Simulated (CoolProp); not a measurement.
Vapour-liquid equilibrium of R134a (1) + R1234ze(E) (2) at 241 K; x and y are mole fractions of (1).

Computed with CoolProp (multi-fluid Helmholtz-energy mixture model, Tillner-Roth 1994 and Thol 2016; pair parameters Bell 2022).

Q: Give the bubble pressure and the first vapour's composition at x = 0.125, 0.425, 0.8. Is there an azeotrope?

A: x = 0.125: 0.05976 MPa, y = 0.189; x = 0.425: 0.06771 MPa, y = 0.507; x = 0.8: 0.07387 MPa, y = 0.828. No azeotrope shows between x = 0.05 and 0.95.

The pair parameters rest on a limited set of measurements; away from them the model extrapolates.
